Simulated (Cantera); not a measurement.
An adiabatic, constant-volume homogeneous reactor starts with 1.64 % C3H8, 8.20 % O2, 90.2 % N2, at 1700 K and 21.0 bar.

Cantera simulation using GRI-Mech 3.0 (53 species, 325 reactions); the numbers are that mechanism's predictions, not measurements. GRI-Mech 3.0 was tuned for natural gas; its chemistry of propane as a main component is partial and can be far from experiment. The pressure lies above the range GRI-Mech 3.0 was tuned for (to about 10 atm).

Predict: time of steepest temperature rise; temperature at 3.00 s; equilibrium temperature; x(O2) at 3.00 s; x(H2O) at 3.00 s; x(OH) at 3.00 s.


```
Item                                                                 Value
---------------------------------  ---------------------------------------
time of steepest temperature rise                                  4.31 µs
temperature at 3.00 s                                               2671 K
equilibrium temperature                                             2671 K
x(O2) at 3.00 s                    0.00332 (gas-phase equilibrium 0.00332)
x(H2O) at 3.00 s                     0.0601 (gas-phase equilibrium 0.0601)
x(OH) at 3.00 s                    0.00272 (gas-phase equilibrium 0.00272)
```
